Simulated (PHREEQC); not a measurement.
Consider water at 55 °C with 58 mmol/kgw HCl, 0.05 mmol/kgw CaCl2 and 4.9 mmol/kgw MnSO4. Closed to the air; pH follows from the charge balance.

Computed with PHREEQC (ion-association model, wateq4f.dat).

Task: The ionic strength comes out as 0.0684 mol/kgw. What activity coefficients do MnCl+, Mn+2, Cl-, Ca+2, H+ get?

Result: MnCl+ 0.80, Mn+2 0.43, Cl- 0.78, Ca+2 0.41, H+ 0.83.

No solid was allowed to form. Species that the database lacks are ignored. Away from 25 °C the constants follow the database's enthalpies or fits; those with neither stay at their 25 °C values.
